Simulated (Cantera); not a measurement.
Feed: 1 mol Fe(CO)₅, a varied amount of H₂, held at 1002 °C and 0.160 bar.

Cantera equilibrium calculation (NASA polynomials, part measured and part estimated; ideal gas, pure solids and liquids). Candidate condensed phases: C, C₆H₆, C₇H₈, C₈H₁₈, Fe, Fe(CO)₅, FeO, Fe(OH)₂, Fe(OH)₃, Fe₂O₃, Fe₃O₄, H₂O; 114 gas species. Condensed phases not in the tables: cementite and carbon dissolved in iron. Rates play no part.

x: gas mole fraction; n: condensed amount in mol.

```json
[
 {"n(H₂) (mol)": "0.43", "x CO": "0.920", "x H₂": "0.0791", "x CO₂": "0.000949", "x CH₄": "9.28e-6", "x H₂O": "0.000136", "x H": "5.18e-7", "x C₂H₂ (acetylene)": "3.04e-8", "n C(graphite)": "0.00583", "n Fe(γ)": "1.00"},
 {"n(H₂) (mol)": "0.62", "x CO": "0.889", "x H₂": "(withheld)", "x CO₂": "0.000886", "x CH₄": "(withheld)", "x H₂O": "(withheld)", "x H": "(withheld)", "x C₂H₂ (acetylene)": "(withheld)", "n C(graphite)": "0.00590", "n Fe(γ)": "1.00"},
 {"n(H₂) (mol)": "0.91", "x CO": "0.845", "x H₂": "0.154", "x CO₂": "0.000801", "x CH₄": "3.51e-5", "x H₂O": "0.000243", "x H": "7.23e-7", "x C₂H₂ (acetylene)": "5.91e-8", "n C(graphite)": "0.00595", "n Fe(γ)": "1.00"},
 {"n(H₂) (mol)": "1.3", "x CO": "0.793", "x H₂": "0.206", "x CO₂": "0.000705", "x CH₄": "6.30e-5", "x H₂O": "0.000305", "x H": "8.37e-7", "x C₂H₂ (acetylene)": "7.92e-8", "n C(graphite)": "0.00596", "n Fe(γ)": "1.00"},
 {"n(H₂) (mol)": "1.9", "x CO": "0.724", "x H₂": "0.275", "x CO₂": "0.000588", "x CH₄": "0.000112", "x H₂O": "0.000371", "x H": "9.67e-7", "x C₂H₂ (acetylene)": "1.06e-7", "n C(graphite)": "0.00584", "n Fe(γ)": "1.00"},
 {"n(H₂) (mol)": "2.8", "x CO": "0.640", "x H₂": "0.359", "x CO₂": "0.000460", "x CH₄": "0.000191", "x H₂O": "0.000428", "x H": "1.10e-6", "x C₂H₂ (acetylene)": "1.38e-7", "n C(graphite)": "0.00543", "n Fe(γ)": "1.00"},
 {"n(H₂) (mol)": "4.1", "x CO": "(withheld)", "x H₂": "(withheld)", "x CO₂": "(withheld)", "x CH₄": "(withheld)", "x H₂O": "0.000461", "x H": "(withheld)", "x C₂H₂ (acetylene)": "(withheld)", "n C(graphite)": "(withheld)", "n Fe(γ)": "1.00"},
 {"n(H₂) (mol)": "6", "x CO": "0.454", "x H₂": "0.545", "x CO₂": "0.000231", "x CH₄": "0.000440", "x H₂O": "0.000461", "x H": "1.36e-6", "x C₂H₂ (acetylene)": "2.09e-7", "n C(graphite)": "0.00277", "n Fe(γ)": "1.00"},
 {"n(H₂) (mol)": "8.8", "x CO": "0.362", "x H₂": "0.637", "x CO₂": "0.000150", "x CH₄": "0.000589", "x H₂O": "0.000439", "x H": "1.47e-6", "x C₂H₂ (acetylene)": "2.34e-7", "n C(graphite)": "0", "n Fe(γ)": "1.00"}
]
```

Q: What belongs in the gaps?

A: 
- 4.1, x CO: 0.549
- 4.1, x H₂: 0.450
- 4.1, x CO₂: 0.000338
- 4.1, x CH₄: 0.000300
- 4.1, x H: 1.24e-6
- 4.1, x C₂H₂ (acetylene): 1.73e-7
- 4.1, n C(graphite): 0.00453
- 0.62, x H₂: 0.110
- 0.62, x CH₄: 1.80e-5
- 0.62, x H₂O: 0.000183
- 0.62, x H: 6.12e-7
- 0.62, x C₂H₂ (acetylene): 4.23e-8
